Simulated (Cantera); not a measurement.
Feed: 1 mol Fe(CO)₅, a varied amount of N₂, equilibrated at 625 °C and 1.00 Torr.

Equilibrium computed with Cantera from the NASA thermochemical tables; the gas is ideal and each condensed phase is pure. Candidate condensed phases: C, Fe, Fe(CO)₅, FeO, Fe₂O₃, Fe₃O₄; 27 gas species. Condensed phases not in the tables: cementite and carbon dissolved in iron. Kinetics and transport are ignored.

**Question.** At 0.82 mol N₂, list the 3 most abundant gas species with their mole fractions, and the condensed phases.

**Answer.** CO 0.853, N₂ 0.142, CO₂ 0.00569. Condensed: C(graphite) + Fe(α).
